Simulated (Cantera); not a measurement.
A Cantera script and what it prints.

```python
import numpy as np
import cantera as ct

gas_names = """
    H HI H2 I I2 Na NaH NaI Na2
""".split()
cond_names = """
    I2(cr) I2(L) Na(cr) Na(L) NaI(s) NaI(L)
""".split()


# ... load() reads the species with a 1 bar reference pressure and builds the phases ...
atoms = {
    'NaI': {'Na': 1, 'I': 1},
    'H2': {'H': 2},
}
top_T = {}  # K; cautious upper limits of use, not melting points


# ... equilibrate(T, P, feed) seeds the gas with the atoms and calls Mixture.equilibrate('TP', solver="vcs", rtol=1e-11, max_steps=5000) ...
results = []
feed = {'NaI': 1, 'H2': 1.8}  # mol
P = 31  # Pa
for T in [1650, 1700, 1750, 1800, 1850, 1900, 1950, 2000, 2050, 2100, 2150]:
    mix = equilibrate(T, P, feed)
    results.append((T, P, feed, dict(zip(mix.species_names, mix.species_moles))))

top = {s: max(r[3][s] / sum(r[3][g] for g in gas_names) for r in results) for s in gas_names}
cols = sorted((s for s in top if top[s] > 0.0001), key=lambda s: -top[s])[:8]
seen = [c for c in cond_names if any(r[3].get(c, 0) > 1e-12 for r in results)]
print("log10 of partial pressures in bar; condensed amounts in mol")
print(f"{'T/K':>10s}" + "".join(f"{s[:9]:>10s}" for s in cols + seen))
for T, P, feed, n in results:
    ng = sum(n[g] for g in gas_names)
    print(f"{T:10.4g}" + "".join(f"{np.log10(max(n[s] / ng * P / 1e5, 1e-99)):10.3f}" for s in cols)
          + "".join(f"{n.get(c, 0):10.4g}" for c in seen))
```

Output:

```
log10 of partial pressures in bar; condensed amounts in mol
       T/K        H2        Na         I       NaI         H        HI
      1650    -3.746    -4.540    -4.550    -4.146    -5.915    -6.171
      1700    -3.760    -4.434    -4.442    -4.218    -5.712    -6.149
      1750    -3.776    -4.345    -4.352    -4.310    -5.521    -6.142
      1800    -3.793    -4.274    -4.280    -4.422    -5.342    -6.149
      1850    -3.810    -4.220    -4.225    -4.555    -5.174    -6.169
      1900    -3.827    -4.181    -4.185    -4.707    -5.014    -6.202
      1950    -3.845    -4.155    -4.159    -4.872    -4.863    -6.245
      2000    -3.863    -4.140    -4.143    -5.047    -4.721    -6.295
      2050    -3.885    -4.132    -4.134    -5.228    -4.587    -6.352
      2100    -3.910    -4.130    -4.132    -5.411    -4.461    -6.414
      2150    -3.941    -4.132    -4.134    -5.594    -4.345    -6.481
```

Equilibrium computed with Cantera from the NASA thermochemical tables; the gas is ideal and each condensed phase is pure.
